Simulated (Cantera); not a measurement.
A jet of 6.69 % CH4, 18.9 % O2, 74.5 % N2, equivalence ratio 0.71 at 300 K and 0.0730 bar hits a platinum plate 4.1 cm away at a mass flux of 0.02 kg/m²/s; the plate temperature is set and raised in steps from an oxygen-covered start.

Computed with Cantera and Deutschmann's 1995 Pt surface mechanism with GRI-Mech 3.0 gas chemistry. Catalytic surfaces can have several steady states; this one follows from the mechanism file's or the stated starting coverage.

x: mole fraction at the wall; θ: surface coverage.

```tsv
plate T (K)	wall x CH4	wall x O2	wall x H2O	wall x OH	wall x CO	wall x CO2	θ free Pt	θ O*	θ OH*
850	0.0530	0.158	0.0264	1.25e-8	1.41e-5	0.0172	0.137	0.862	…
900	0.0408	0.132	0.0492	4.74e-8	1.57e-5	0.0323	0.205	0.794	0.00161
950	0.0293	0.108	0.0705	1.52e-7	1.59e-5	0.0465	0.281	0.717	0.00175
1000	0.0209	0.0900	0.0858	4.12e-7	1.57e-5	0.0568	0.360	0.638	0.00171
1050	0.0154	0.0786	0.0957	9.86e-7	1.58e-5	0.0634	0.437	0.561	0.00158
1100	0.0119	0.0713	0.102	2.13e-6	1.63e-5	0.0676	0.510	0.488	…
1150	0.00957	0.0665	0.106	4.24e-6	1.74e-5	0.0704	0.579	0.420	…
1200	0.00798	0.0635	0.108	7.86e-6	1.93e-5	0.0720	0.641	0.358	…
```

### Question
Fill in the missing entries.

### Answer

- 850, θ OH*: 0.00126
- 1100, θ OH*: 0.00141
- 1150, θ OH*: 0.00124
- 1200, θ OH*: 0.00107
